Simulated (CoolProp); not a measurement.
n-pentane along the isotherm 235.9 K: density (kg/m³) from the reference equation and from simpler models built on Tc = 469.7 K, pc = 3368 kPa, ω = 0.251; each cubic takes its own stable root.

Model: reference Helmholtz-energy equation of state, Thol 2019, in CoolProp.

```json
[
 {"p (kPa)": "5.32", "phase": "liquid", "reference": "680.2"},
 {"p (kPa)": "12.1", "phase": "liquid", "reference": "680.2"},
 {"p (kPa)": "27.6", "phase": "liquid", "reference": "680.2"},
 {"p (kPa)": "62.8", "phase": "liquid", "reference": "680.2"},
 {"p (kPa)": "143", "phase": "liquid", "reference": "680.3"},
 {"p (kPa)": "325", "phase": "liquid", "reference": "680.4"},
 {"p (kPa)": "740", "phase": "liquid", "reference": "680.7"},
 {"p (kPa)": "1680", "phase": "liquid", "reference": "681.5"}
]
```

Question: How far does each simpler model (van der Waals, Redlich-Kwong, Soave-Redlich-Kwong, Peng-Robinson) lie from the reference over these 8 states: mean and median of the absolute difference, and the worst?

Answer: 
- van der Waals: mean 69.9 %, median 69.9 %, worst -100.0 % at 235.9 K and 5.32 kPa
- Redlich-Kwong: mean 22.2 %, median 11.1 %, worst -100.0 % at 235.9 K and 5.32 kPa
- Soave-Redlich-Kwong: mean 9.3 %, median 9.3 %, worst -9.3 % at 235.9 K and 5.32 kPa
- Peng-Robinson: mean 2.1 %, median 2.1 %, worst +2.1 % at 235.9 K and 1680 kPa

At some of these states van der Waals, Redlich-Kwong gives the other phase, because its saturation line lies elsewhere.
